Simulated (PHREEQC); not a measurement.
Dissolve 4.4 mol/kgw KOH, 0.48 mol/kgw KCl and 0.5 mol/kgw KBr at 25 °C. Closed to the air; pH follows from the charge balance.

Computed with PHREEQC (Pitzer model, pitzer.dat).

This is a speciation only: nothing precipitates in the calculation.

Task: Estimate the pH, osmotic coefficient, activity of water.

Result: pH 15.20; osmotic coefficient 1.399; activity of water 0.762.

Species that the database lacks are ignored. In brines, pH and single-ion activities rest on the MacInnes convention.
